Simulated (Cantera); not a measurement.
Input (Python, Cantera) and output of one run.

```python
import numpy as np
import cantera as ct

gas_names = """
    B BH BH2 BH3 BN BO BO2 B2 B2O B2O2 B2O3 B3O3H3 H HBO HBO2 HNO HNO2 HNO3 HO2 H2 H2O H2O2 H3B3O6 N NH
    NH2 NH3 NH2OH NO NO2 NO3 N2 N2H2 N2H4 N2O O OH O2 O3
""".split()
cond_names = """
    B(b) B(L) BN(s) B2O3(L) B3O3H3(cr) H2O(s) H2O(L)
""".split()


# ... load() reads the species with a 1 bar reference pressure and builds the phases ...
atoms = {
    'B2H6': {'B': 2, 'H': 6},
    'O2': {'O': 2},
    'N2': {'N': 2},
}
top_T = {'BN(s)': 3200}  # K; cautious upper limits of use, not melting points


# ... equilibrate(T, P, feed) seeds the gas with the atoms and calls Mixture.equilibrate('TP', solver="vcs", rtol=1e-11, max_steps=5000) ...
results = []
T = 1700  # K
P = 23  # Pa
for m in [0.94, 1.3, 1.7, 2.4, 3.2, 4.4, 5.9]:
    feed = {'B2H6': 1, 'O2': m, 'N2': 1.1}  # mol
    mix = equilibrate(T, P, feed)
    results.append((T, P, feed, dict(zip(mix.species_names, mix.species_moles))))

top = {s: max(r[3][s] / sum(r[3][g] for g in gas_names) for r in results) for s in gas_names}
cols = sorted((s for s in top if top[s] > 0.001), key=lambda s: -top[s])[:7]
seen = [c for c in cond_names if any(r[3].get(c, 0) > 1e-12 for r in results)]
print("log10 of partial pressures in bar; condensed amounts in mol")
print(f"{'n(O2)':>10s}" + "".join(f"{s[:9]:>10s}" for s in cols + seen))
for T, P, feed, n in results:
    ng = sum(n[g] for g in gas_names)
    print(f"{feed['O2']:10.4g}" + "".join(f"{np.log10(max(n[s] / ng * P / 1e5, 1e-99)):10.3f}" for s in cols)
          + "".join(f"{n.get(c, 0):10.4g}" for c in seen))
```

Output:

```
log10 of partial pressures in bar; condensed amounts in mol
     n(O2)        H2       H2O        O2      HBO2        N2      B2O3       HBO     BN(s)
      0.94    -3.898    -8.229   -18.055    -6.165    -4.341    -5.323    -4.623    0.2369
       1.3    -3.912    -7.252   -16.073    -5.343    -4.310    -4.655    -4.791         0
       1.7    -3.947    -5.575   -12.651    -4.468    -4.307    -4.583    -5.628         0
       2.4    -4.273    -4.359    -9.566    -4.128    -4.306    -5.119    -6.830         0
       3.2    -6.206    -4.047    -5.075    -4.111    -4.324    -5.396    -9.058         0
       4.4    -6.674    -4.134    -4.314    -4.202    -4.413    -5.492    -9.530         0
       5.9    -6.878    -4.224    -4.086    -4.294    -4.504    -5.586    -9.736         0
```

Method: chemical equilibrium by Gibbs-energy minimisation in Cantera with the NASA 1993 tables (ideal gas, pure condensed phases). The feed counts by its element totals alone.
